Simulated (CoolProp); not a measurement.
Vapour-liquid equilibrium of isohexane (1) + n-hexane (2) at 0.0347 MPa; x and y are mole fractions of (1).

Model: multi-fluid Helmholtz-energy mixture model, Lemmon 2006 and Thol 2019; pair parameters Bell 2016, in CoolProp.

```csv
x,"bubble temperature, mixture model (K)","bubble temperature, Raoult's law (K)","y, mixture model","y, Raoult's law"
0.05,310.8,310.9,0.068,0.067
0.15,309.8,309.9,0.197,0.195
0.25,308.9,309.1,0.316,0.314
0.35,308.0,308.2,0.427,0.425
0.45,307.1,307.4,0.530,0.529
0.55,306.3,306.6,0.626,0.627
0.65,305.6,305.8,0.716,0.719
0.75,304.9,305.0,0.802,0.806
0.85,304.2,304.3,0.883,0.887
0.95,303.5,303.6,0.962,0.963
```

The largest gap from Raoult's law is -0.3 K in bubble temperature, at x = 0.45. No azeotrope shows between x = 0.05 and 0.95.

Pair parameters are fitted to limited data, so mixtures are less certain than the pure fluids.
